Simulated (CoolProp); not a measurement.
Ammonia at 248.72 K and 9.11 MPa is throttled through a valve to 5.49 MPa with no heat exchange. Each further row changes one setting.

Computed with CoolProp (reference Helmholtz-energy equation of state, Gao 2020).

```tsv
case	temperature change (K)	final density (kg/m³)
as stated	+0.7	673
outlet pressure 1.65 MPa	+1.3	670
outlet pressure 7.14 MPa	+0.4	674
```
